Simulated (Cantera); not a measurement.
Cantera run:

```python
import numpy as np
import cantera as ct

gas_names = """
    C CO COS CO2 CS CS2 C2 C2O C3 C3O2 C4 C5 Fe FeC5O5 FeO O O2 O3 S SO SO2 SO3 S2 S2O S8
""".split()
cond_names = """
    C(gr) Fe(a) Fe(c) Fe(d) Fe(L) FeC5O5(L) FeO(s) FeO(L) FeS(a) FeS(b) FeS(c) FeS(L) FeSO4(s) FeS2(s)
    Fe2O3(s) Fe2S3O12(s) Fe3O4(s) S(cr1) S(cr2) S(L)
""".split()


# ... load() reads the species with a 1 bar reference pressure and builds the phases ...
atoms = {
    'FeS': {'Fe': 1, 'S': 1},
    'O2': {'O': 2},
    'CO2': {'C': 1, 'O': 2},
    'SO3': {'S': 1, 'O': 3},
}
top_T = {'C(gr)': 4500, 'FeSO4(s)': 950, 'FeS2(s)': 1010, 'Fe2O3(s)': 1830, 'Fe2S3O12(s)': 1100, 'Fe3O4(s)': 1870}  # K; cautious upper limits of use, not melting points


# ... equilibrate(T, P, feed) seeds the gas with the atoms and calls Mixture.equilibrate('TP', solver="vcs", rtol=1e-11, max_steps=5000) ...
results = []
feed = {'FeS': 1, 'O2': 2, 'CO2': 1.4, 'SO3': 0.11}  # mol
T = 1723.15  # K
P = 8100  # Pa
mix = equilibrate(T, P, feed)
results.append((T, P, feed, dict(zip(mix.species_names, mix.species_moles))))
print(gas.report(threshold=1e-06))
for i in range(1, mix.n_phases):
    print(f"{mix.phase(i).name:16s} {mix.phase_moles(i):12.5e} mol")
```

Result:

```
       temperature   1723.2 K
          pressure   8100 Pa
           density   0.028313 kg/m^3
  mean mol. weight   50.079 kg/kmol
   phase of matter   gas

                          1 kg             1 kmol
                     ---------------   ---------------
          enthalpy       -4.6378e+06       -2.3225e+08  J
   internal energy       -4.9239e+06       -2.4658e+08  J
           entropy            6755.1        3.3829e+05  J/K
    Gibbs function       -1.6278e+07       -8.1517e+08  J
 heat capacity c_p            1113.3             55752  J/K
 heat capacity c_v            947.25             47437  J/K

                      mass frac. Y      mole frac. X     chem. pot. / RT
                     ---------------   ---------------   ---------------
                CO        0.00023213        0.00041503           -45.221
               CO2           0.42413           0.48263           -61.605
                 O         2.339e-05        7.3213e-05           -16.385
                O2          0.085553            0.1339           -32.769
                SO        2.8413e-05        2.9608e-05           -43.013
               SO2           0.48914            0.3824           -59.398
               SO3        0.00088678        0.00055472           -75.782
     [  +18 minor]        2.0164e-07        1.4197e-07

C(gr)             0.00000e+00 mol
Fe(d)             0.00000e+00 mol
FeC5O5(L)         0.00000e+00 mol
FeO(L)            0.00000e+00 mol
FeS(L)            0.00000e+00 mol
Fe2O3(s)          0.00000e+00 mol
Fe3O4(s)          3.33333e-01 mol
S(L)              0.00000e+00 mol
```

Equilibrium computed with Cantera from the NASA thermochemical tables; the gas is ideal and each condensed phase is pure.
